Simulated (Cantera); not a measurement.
Charge: 1 mol Al, 12 mol O2, 730 mol N2, 5 mol N2O, held at 1677 °C and 0.133 bar.

Cantera equilibrium calculation (NASA polynomials, part measured and part estimated; ideal gas, pure solids and liquids). Candidate condensed phases: Al, AlN, Al2O3; 16 gas species. The numbers say what is thermodynamically allowed, not how fast it happens.

Base state: N2 0.980, O2 0.0172, NO 0.00212, O 0.000162 (mole fractions); condensed: Al2O3(s).

### Question
What changes in the equilibrium state with this change: temperature from 1677 °C to 1425 °C?

### Answer
| species | before | after |
|---|---|---|
| N2 | 0.980 | 0.981 |
| O2 | 0.0172 | 0.0179 |
| NO | 0.00212 | 0.000937 |
| O | 0.000162 | 1.60e-5 |
| Al2O3(s), mol | 0.500 | 0.500 |
